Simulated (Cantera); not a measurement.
Charge: 1 mol SO2, a varied amount of H2, held at 1700 K and 520000 Pa.

Equilibrium computed with Cantera from the NASA thermochemical tables; the gas is ideal and each condensed phase is pure. Candidate condensed phases: H2O, H2SO4, S; 19 gas species. Kinetics and transport are ignored.

Problem. At 3.6 mol H2, list the 4 most abundant gas species with their mole fractions, and the condensed phases.

Solution. H2O 0.523, H2 0.252, H2S 0.178, S2 0.0400. Condensed: gas only.
